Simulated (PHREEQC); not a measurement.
PHREEQC input (ion-association model, phreeqc.dat):

```
SOLUTION 0
  temp 25
  units mmol/kgw
  pH 7 charge
  Cl 146.61
  Cd 2.3
  Sr 71
  O(0) 1 O2(g) -0.68
SOLUTION 1-30
  temp 25
  units mmol/kgw
  pH 7 charge
  Cl 7.81
  Zn 3.9
  O(0) 1 O2(g) -0.68
END
EXCHANGE 1-30
  X 0.049
  -equilibrate 1
END
SELECTED_OUTPUT 1
  -reset false
  -pH true
  -pe true
  -ionic_strength true
  -water true
  -step true
  -totals Cd Cl Sr Zn
  -molalities ZnX2 CdX2 SrX2
  -saturation_indices Zn(OH)2(e) Cd(OH)2
PRINT
  -reset false
TRANSPORT
  -cells 30
  -shifts 90
  -lengths 0.00666667
  -time_step 60
  -dispersivities 0.01
  -boundary_conditions flux flux
  -correct_disp true
  -punch_cells 30
  -punch_frequency 3
END
```

Selected output (columns that matter, 13 of 31 rows; pore volumes added in front):

```
pore volumes	pH	mu	Cd	Cl	Sr	Zn	m_ZnX2	m_CdX2	m_SrX2	si_Zn(OH)2(e)	si_Cd(OH)2
0	5.0252	0.011604	0	0.00781	0	0.0039	0.0245	0	0	-4.0514	-1000
0.2167	5.0252	0.011604	0	0.00781	0	0.0039	0.0245	0	0	-4.0514	-1000
0.5167	5.0243	0.016155	7.7423e-09	0.010902	1.0711e-11	0.0054459	0.0245	2.1596e-08	6.3193e-11	-3.9379	-12.148
0.8167	4.9817	0.073167	0.00041325	0.050966	0.00052469	0.02454	0.023677	0.00013405	0.00068922	-3.554	-7.9585
1.0167	4.9597	0.12565	0.0012473	0.088708	0.0095064	0.033595	0.017446	0.00016191	0.0068924	-3.5482	-7.7305
1.2167	4.978	0.16636	0.0018143	0.11656	0.029087	0.027372	0.0097122	0.00013538	0.014652	-3.6496	-7.6463
1.5167	5.0295	0.19905	0.0021738	0.13726	0.05346	0.012991	0.0035276	0.00011028	0.020862	-3.9031	-7.5404
1.8167	5.0674	0.21069	0.0022726	0.14406	0.064722	0.0050328	0.0012475	0.00010125	0.023151	-4.2497	-7.4693
2.0167	5.0815	0.21348	0.0022911	0.14559	0.067952	0.002546	0.00061696	9.8893e-05	0.023784	-4.52	-7.4432
2.2167	5.0893	0.21468	0.0022975	0.14621	0.069543	0.0012593	0.00030201	9.7775e-05	0.0241	-4.8111	-7.4287
2.5167	5.0946	0.21532	0.0022998	0.14652	0.070527	0.00042604	0.00010157	9.7102e-05	0.024301	-5.2718	-7.4189
2.8167	5.0964	0.21549	0.0023001	0.14659	0.070848	0.00014092	3.3535e-05	9.6887e-05	0.02437	-5.7487	-7.4155
3.0167	5.0969	0.21553	0.0023001	0.1466	0.070929	6.6802e-05	1.589e-05	9.6834e-05	0.024387	-6.072	-7.4146
```
